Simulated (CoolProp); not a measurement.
Octamethylcyclotetrasiloxane (D4) at several states: Z from the reference equation and from simpler models built on Tc = 586.5 K, pc = 1347 kPa, ω = 0.598; each cubic takes its own stable root.

Model: reference Helmholtz-energy equation of state, Thol 2015, in CoolProp.

```csv
T (K),p (kPa),phase,reference,van der Waals,Redlich-Kwong,Soave-Redlich-Kwong,Peng-Robinson
296.9,2970,liquid,0.3732,0.6481,0.4430,…,0.3770
498.5,6440,liquid,0.6270,0.9456,…,0.6705,0.5973
499.1,1570,liquid,…,0.2648,0.1937,0.1775,…
```

Task: What belongs in the gaps?

Result: 
- 296.9, Soave-Redlich-Kwong: 0.4226
- 498.5, Redlich-Kwong: 0.7007
- 499.1, reference: 0.1602
- 499.1, Peng-Robinson: 0.1571
